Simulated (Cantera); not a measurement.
Input: 1 mol CH3SiCl3, 0.022 mol HCl, 6 mol H2, equilibrated at 700 °C and 0.100 bar.

These are equilibrium values from Cantera (NASA tables, ideal gas, pure condensed phases), not measurements of a reactor. The feed counts by its element totals alone. The tables' values for SiCl3 are old estimates; treat these amounts as uncertain. Kinetics and transport are ignored.

```tsv
species	before	after
H2	0.823	0.700
HCl	0.103	0.285
SiCl4	0.0618	0.0116
SiCl2	6.38e-6	0.000768
CH4	0.00871	0.000460
SiCl3	0.000117	0.00117
SiHCl3	0.00277	0.00114
SiH2Cl2	1.29e-5	1.55e-5
C(graphite), mol	0.471	0.126
SiC(s), mol	0.456	0.869
```
Gas species are given as mole fractions.

Q: What was changed between the two runs?
A. HCl from 0.022 to 4.7 mol
B. pressure from 0.100 bar to 0.280 bar
C. temperature from 700 °C to 1000 °C
D. temperature from 700 °C to 750 °C

A: C, temperature from 700 °C to 1000 °C
